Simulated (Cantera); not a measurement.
A closed system holds: 1 mol Fe₂O₃, a varied amount of CH₄, 0.012 mol CO, at 1125 °C and 0.105 Torr.

Cantera equilibrium calculation (NASA polynomials, part measured and part estimated; ideal gas, pure solids and liquids). Candidate condensed phases: C, C₆H₆, C₇H₈, C₈H₁₈, Fe, Fe(CO)₅, FeO, Fe(OH)₂, Fe(OH)₃, Fe₂O₃, Fe₃O₄, H₂O; 114 gas species. Mutual solubility and eutectic melting of coexisting phases are not modelled. The tables' stoichiometric FeO is somewhat more stable than real wüstite, so its field is too wide. FeO: taken at fixed stoichiometry. The numbers say what is thermodynamically allowed, not how fast it happens.

Question: At 1.3 mol CH₄, list the 6 most abundant gas species with their mole fractions, and the condensed phases.

Answer: H₂ 0.483, CO 0.286, H₂O 0.181, CO₂ 0.0495, H 0.000278, Fe 0.000104. Condensed: Fe(γ) + FeO(s).
